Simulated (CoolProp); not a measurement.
Vapour-liquid equilibrium of n-hexane (1) + cyclohexane (2) at 434.2 K; x and y are mole fractions of (1).

Model: multi-fluid Helmholtz-energy mixture model, Thol 2019 and Zhou 2014; pair parameters Bell 2016, in CoolProp.

Q: Give the bubble pressure and the first vapour's composition at x = 0.125, 0.8, 0.95. Is there an azeotrope?

A: x = 0.125: 0.7222 MPa, y = 0.160; x = 0.8: 0.8860 MPa, y = 0.830; x = 0.95: 0.9187 MPa, y = 0.958. No azeotrope shows between x = 0.05 and 0.95.

Pair parameters are fitted to limited data, so mixtures are less certain than the pure fluids.
